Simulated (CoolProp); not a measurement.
Vapour pressure (kPa) of oxygen: the reference equation beside estimates from Tc = -118.6 °C, pc = 5046 kPa, ω = 0.022. Clausius-Clapeyron is anchored at -173.55 °C with a constant enthalpy of vaporisation of 6.498 kJ/mol.

Values from CoolProp's reference Helmholtz-energy equation of state, Schmidt 1985.

| T (°C) | reference | Lee-Kesler | Clausius-Clapeyron | Peng-Robinson |
|---|---|---|---|---|
| -176.15 | 195.8 | 194.7 | 199.0 | 197.5 |
| -173.55 | 245.6 | 244.6 | 245.6 | 247.3 |
| -170.95 | 304.3 | 303.4 | 299.8 | 306.1 |
| -168.35 | 372.8 | 372.3 | 362.5 | 374.8 |
| -165.65 | 455.5 | 455.3 | 437.1 | 457.7 |
| -163.05 | 547.2 | 547.3 | 519.0 | 549.6 |
| -160.45 | 651.7 | 652.1 | 611.4 | 654.4 |
| -157.85 | 770.0 | 770.7 | 714.9 | 773.2 |
| -155.25 | 903.2 | 904.0 | 830.1 | 907.0 |
| -152.65 | 1052 | 1053 | 957.7 | 1057 |
| -150.05 | 1218 | 1219 | 1098 | 1224 |
| -147.45 | 1402 | 1402 | 1252 | 1409 |
| -144.75 | 1614 | 1613 | 1427 | 1622 |
| -142.15 | 1838 | 1837 | 1611 | 1848 |

Absolute difference from the reference over all 14 rows, mean and median: Lee-Kesler 0.1 and 0.1 %, Clausius-Clapeyron 6.4 and 6.7 %, Peng-Robinson 0.5 and 0.5 %.
